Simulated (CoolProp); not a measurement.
Computed with CoolProp (reference Helmholtz-energy equation of state, Gao 2020).

Problem. For ammonia, give the phase and the cv (kJ/(kg K)), Joule-Thomson coefficient (K/MPa), viscosity (µPa s) at 679.9 K and 2.42 MPa; 643.6 K and 0.0178 MPa.

Solution. 
- 679.9 K and 2.42 MPa: gas; cv 2.32, Joule-Thomson coefficient 2.37, viscosity 24.8
- 643.6 K and 0.0178 MPa: gas; cv 2.24, Joule-Thomson coefficient 2.80, viscosity 23.3

Viscosity comes from a separate model (Fenghour 1995).
